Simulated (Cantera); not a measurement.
A perfectly stirred reactor is fed with CH4 : C2H6 : C3H8 : O2 : N2 = 1 : 0.071 : 0.041 : 2.23 : 8.39 (molar parts), equivalence ratio 1.1, at 30000 Pa; it is adiabatic with a 375 K inlet, and is followed from long to short residence time, starting on the burning branch (τ in s: 0.27, 0.1, 0.038, 0.014, 0.0054, 0.002, 0.00076, 0.00029, 0.00011, 4e-05, 1.5e-05, 5.7e-06).

Detailed kinetics in Cantera: GRI-Mech 3.0 (53 species, 325 reactions).

One state of this run: T (K) = 2077; x CH4 = 2.20e-5; x C2H6 = 3.40e-7; x C3H8 = 1.56e-7; x NO = 0.000292; x HO2 = 8.27e-7; x H2O2 = 4.86e-8; x H = 0.00683. x: mole fraction; the columns are a selection and need not sum to one.

Task: Which value of τ (s) does it belong to?
A. 0.038
B. 4.0e-5
C. 0.014
D. 5.7e-6

Result: C, 0.014
